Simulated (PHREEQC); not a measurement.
**Silver or lead bath: an equilibrium model**

Consider water at 25 °C with 0.00018 mol/kgw PbCl2 and 0.093 mol/kgw KNO3. Closed to the air; pH follows from the charge balance.

The numbers come from PHREEQC with the ion-association model, wateq4f.dat.

No solid was allowed to form.

### Question
Predict the pH.

### Answer
pH 6.01.

### Question
In which forms is Pb present?

### Answer
Pb+2 66 %, PbNO3+ 33 %, PbOH+ 0.6 % of the Pb.
